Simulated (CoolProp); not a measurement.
Vapour-liquid equilibrium of R125 (1) + propane (2) at 6.38 bar; x and y are mole fractions of (1).

The numbers come from the multi-fluid Helmholtz-energy mixture model, Lemmon 2005 and Lemmon 2009; pair parameters Bell 2016 in CoolProp.

Give the bubble temperature and the first vapour's composition at x = 0.35, 0.425, 0.95. Is there an azeotrope?

x = 0.35: 266.0 K, y = 0.513; x = 0.425: 265.4 K, y = 0.543; x = 0.95: 269.3 K, y = 0.895. y crosses x between x = 0.575 and 0.65: the model has an azeotrope there.

Pair parameters are fitted to limited data, so mixtures are less certain than the pure fluids.
